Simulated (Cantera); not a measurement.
# Equilibrium for silicon epitaxy and polysilicon growth: Si₂Cl₆ + Cl₂ + N₂

Feed: 1 mol Si₂Cl₆, 0.39 mol Cl₂, 70 mol N₂, equilibrated at 0.360 bar.

These are equilibrium values from Cantera (NASA tables, ideal gas, pure condensed phases), not measurements of a reactor. Candidate condensed phases: Si, Si₃N₄; 13 gas species. The feed counts by its element totals alone. N₂ is the only nitrogen source here; it is nearly inert below about 1500 K, so the nitride shown seldom forms there in practice. The tables' values for SiCl₃ are old estimates; treat these amounts as uncertain. The numbers say what is thermodynamically allowed, not how fast it happens.

From 873 K to 1473 K the condensed part is Si₃N₄(s). From 1548 K to 1698 K nothing is condensed. The main Si-bearing gas is SiCl₄ throughout.

| T (K) | x N₂ | x SiCl₄ | x SiCl₃ | x SiCl₂ | x Cl | x Cl₂ | x SiCl | n Si₃N₄(s) |
|---|---|---|---|---|---|---|---|---|
| 873 | 0.976 | 0.0237 | 4.56e-7 | 5.16e-10 | 3.83e-11 | <1e-12 | <1e-12 | 0.102 |
| 948 | 0.976 | 0.0237 | 2.81e-6 | 1.13e-8 | 4.53e-10 | 2.52e-12 | <1e-12 | 0.102 |
| 1023 | 0.976 | 0.0237 | 1.32e-5 | 1.56e-7 | 3.74e-9 | 1.70e-11 | <1e-12 | 0.102 |
| 1098 | 0.976 | 0.0237 | 5.01e-5 | 1.49e-6 | 2.32e-8 | 8.86e-11 | <1e-12 | 0.101 |
| 1173 | 0.976 | 0.0236 | 0.000159 | 1.06e-5 | 1.14e-7 | 3.73e-10 | <1e-12 | 0.101 |
| 1248 | 0.976 | 0.0233 | 0.000437 | 5.90e-5 | 4.63e-7 | 1.32e-9 | 4.20e-12 | 0.0984 |
| 1323 | 0.976 | 0.0228 | 0.00105 | 0.000267 | 1.60e-6 | 4.00e-9 | 8.05e-11 | 0.0922 |
| 1398 | 0.975 | 0.0215 | 0.00225 | 0.00100 | 4.80e-6 | 1.06e-8 | 1.11e-9 | 0.0763 |
| 1473 | 0.974 | 0.0189 | 0.00418 | 0.00316 | 1.27e-5 | 2.44e-8 | 1.14e-8 | 0.0389 |
| 1548 | 0.972 | 0.0164 | 0.00574 | 0.00562 | 3.78e-5 | 8.04e-8 | 4.77e-8 | 0 |
| 1623 | 0.972 | 0.0162 | 0.00615 | 0.00547 | 0.000142 | 4.57e-7 | 7.23e-8 | 0 |
| 1698 | 0.972 | 0.0158 | 0.00657 | 0.00542 | 0.000466 | 2.17e-6 | 1.09e-7 | 0 |
x: gas mole fraction; n: condensed amount in mol.
